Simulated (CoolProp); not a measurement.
A single-stage vapour-compression cycle with the fluid: evaporating at 276.15 K (dew point), condensing at 346.15 K (bubble point), superheat 0 K, subcooling 8 K, compressor efficiency 0.8, no pressure losses. The same conditions are run with several fluids, on thermodynamics alone (safety and materials aside).

The numbers come from the reference Helmholtz-energy equation of state of each fluid (c-C4F8 (RC318): Platzer 1990; chloromethane (R40): Thol 2014; n-butane: Bücker 2006; R227EA: Lemmon 2016; R365MFC: Lemmon 2016; dimethyl ether: Wu 2011) in CoolProp. The equations of Platzer and Polt are older, rougher fits.

| fluid | cooling COP | pressure ratio | discharge temperature (K) | refrigerating effect (kJ/kg) | volumetric capacity (kJ/m³) |
|---|---|---|---|---|---|
| c-C4F8 (RC318) | 1.68 | [?] | 346.2 | 42.7 | [?] |
| chloromethane (R40) | 2.49 | 6.60 | [?] | 296 | [?] |
| n-butane | 2.32 | 7.50 | 346.1 | 227 | 695 |
| R227EA | 1.68 | 7.30 | 346.1 | [?] | 838 |
| R365MFC | 2.32 | [?] | 346.1 | [?] | 166 |
| dimethyl ether | 2.38 | 6.51 | 372.1 | 276 | [?] |

Task: Fill in the missing entries.

Result: 
- c-C4F8 (RC318), pressure ratio: 7.92
- c-C4F8 (RC318), volumetric capacity (kJ/m³): 571
- chloromethane (R40), discharge temperature (K): 424.6
- chloromethane (R40), volumetric capacity (kJ/m³): 2020
- R227EA, refrigerating effect (kJ/kg): 47.5
- R365MFC, pressure ratio: 13.5
- R365MFC, refrigerating effect (kJ/kg): 118
- dimethyl ether, volumetric capacity (kJ/m³): 1770

The compression ends wet for: c-C4F8 (RC318); n-butane; R227EA; R365MFC.
